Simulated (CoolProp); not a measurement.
Vapour-liquid equilibrium of R113 (1) + acetone (2) at 419 K; x and y are mole fractions of (1).

Model: multi-fluid Helmholtz-energy mixture model, Marx 1992 and Lemmon 2006; pair parameters Bell 2016, in CoolProp.

| x | bubble pressure (kPa) | y at the bubble point | dew pressure at overall composition x (kPa) | liquid density (mol/L) |
|---|---|---|---|---|
| 0.05 | 1096 | 0.078 | 1080 | 10.43 |
| 0.2 | [?] | 0.260 | 1165 | 9.468 |
| 0.35 | 1258 | [?] | 1239 | [?] |
| 0.5 | 1286 | 0.516 | 1284 | 7.983 |
| 0.65 | 1285 | 0.632 | 1282 | [?] |
| 0.8 | 1251 | 0.761 | 1235 | 6.973 |
| 0.95 | 1171 | 0.928 | 1159 | 6.609 |

Some entries are withheld; supply them.


- 0.2, bubble pressure (kPa): 1197
- 0.35, y at the bubble point: 0.398
- 0.35, liquid density (mol/L): 8.659
- 0.65, liquid density (mol/L): 7.426

y crosses x between x = 0.5 and 0.65: the model has an azeotrope there.

Pair parameters are fitted to limited data, so mixtures are less certain than the pure fluids.
